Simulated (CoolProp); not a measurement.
Model: reference Helmholtz-energy equation of state, Thol 2017, in CoolProp.

Problem. Give the vapour pressure (MPa), liquid density (kg/m³), vapour density (kg/m³), enthalpy of vaporisation (kJ/kg) of saturated octamethyltrisiloxane (MDM) at 272.9 K.

Solution. 
| T (K) | p (MPa) | liquid density (kg/m³) | vapour density (kg/m³) | enthalpy of vaporisation (kJ/kg) |
|---|---|---|---|---|
| 272.9 | 7.85e-5 | 840 | 0.00818 | 214 |
